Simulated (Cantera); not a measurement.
A perfectly stirred reactor is fed with 16.2 % H2, 17.6 % O2, 66.2 % N2, at 11.0 bar; it is adiabatic with a 425 K inlet, and is followed from long to short residence time, starting on the burning branch (τ in s: 0.25, 0.081, 0.027, 0.0087, 0.0029, 0.00094, 0.00031, 0.0001, 3.3e-05, 1.1e-05, 3.5e-06).

Model: GRI-Mech 3.0 (53 species, 325 reactions), integrated in Cantera. The hydrogen kinetics of GRI-Mech 3.0 are dated; newer H2 mechanisms differ, most at raised pressure.

Problem. Predict: blow-out, bracketed by the residence times tried; x(H2) at τ = 0.250 s; x(O2) at τ = 0.250 s; x(H2O) at τ = 0.250 s; x(O) at τ = 0.250 s; x(NO) at τ = 0.250 s; x(H2) at τ = 0.940 ms; x(O2) at τ = 0.940 ms; x(H2O) at τ = 0.940 ms; x(O) at τ = 0.940 ms; x(NO) at τ = 0.940 ms.

Solution. 
```
Item                                                                           Value
------------------------------------------------  ----------------------------------
blow-out, bracketed by the residence times tried  burning at 33.0 µs, out at 11.0 µs
x(H2) at τ = 0.250 s                                                         1.26e-5
x(O2) at τ = 0.250 s                                                           0.104
x(H2O) at τ = 0.250 s                                                          0.176
x(O) at τ = 0.250 s                                                          4.27e-6
x(NO) at τ = 0.250 s                                                         3.98e-6
x(H2) at τ = 0.940 ms                                                       0.000728
x(O2) at τ = 0.940 ms                                                          0.104
x(H2O) at τ = 0.940 ms                                                         0.175
x(O) at τ = 0.940 ms                                                         8.11e-5
x(NO) at τ = 0.940 ms                                                        2.08e-6
```
